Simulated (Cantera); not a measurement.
**Adiabatic ignition**

An adiabatic, constant-volume homogeneous reactor starts with CO : H2 : CH4 : O2 : N2 = 0.53 : 0.33 : 0.98 : 4.45 : 39.6 (molar parts), at 1648 K and 1.00 bar.

Model: GRI-Mech 3.0 (53 species, 325 reactions), integrated in Cantera.

| t (s) | T (K) | P (bar) | x CO | x H2 | x CH4 | x HCN | x H2O | x H |
|---|---|---|---|---|---|---|---|---|
| 4.00e-6 | 1648 | 1.000 | 0.0115 | 0.00719 | 0.0214 | <1e-12 | 3.01e-7 | 1.26e-7 |
| 1.51e-5 | 1648 | 1.000 | 0.0115 | 0.00719 | 0.0213 | <1e-12 | 3.29e-6 | 2.41e-7 |
| 5.71e-5 | 1648 | 1.000 | 0.0115 | 0.00718 | 0.0213 | <1e-12 | 4.38e-5 | 1.11e-6 |
| 0.000216 | 1844 | 1.13 | 0.0220 | 0.0117 | 0.00523 | 3.32e-7 | 0.0219 | 0.00132 |
| 0.000816 | 2308 | 1.40 | 0.00396 | 0.00106 | <1e-12 | <1e-12 | 0.0461 | 0.000733 |
| 0.00309 | 2352 | 1.42 | 0.00200 | 0.000532 | <1e-12 | <1e-12 | 0.0477 | 0.000247 |
| 0.0117 | 2349 | 1.42 | 0.00198 | 0.000526 | <1e-12 | <1e-12 | 0.0477 | 0.000242 |
| 0.0441 | 2342 | 1.41 | 0.00193 | 0.000515 | <1e-12 | 1.10e-12 | 0.0478 | 0.000230 |
| 0.167 | 2335 | 1.41 | 0.00188 | 0.000506 | <1e-12 | 1.23e-12 | 0.0479 | 0.000221 |
| 0.630 | 2335 | 1.41 | 0.00188 | 0.000505 | <1e-12 | 1.24e-12 | 0.0479 | 0.000221 |
| 2.38 | 2335 | 1.41 | 0.00188 | 0.000505 | <1e-12 | 1.24e-12 | 0.0479 | 0.000221 |
| 9.00 | 2335 | 1.41 | 0.00188 | 0.000505 | <1e-12 | 1.24e-12 | 0.0479 | 0.000221 |
x: mole fraction; the columns are a selection and need not sum to one.

```json
{
 "time_of_steepest_temperature_rise": "0.219 ms",
 "temperature at 9.00 s": "2335 K",
 "equilibrium_temperature": "2335 K",
 "x(CO) at 9.00 s": "0.00188 (gas-phase equilibrium 0.00188)",
 "x(H2) at 9.00 s": "0.000505 (gas-phase equilibrium 0.000505)",
 "x(CH4) at 9.00 s": "<1e-12 (gas-phase equilibrium <1e-12)"
}
```
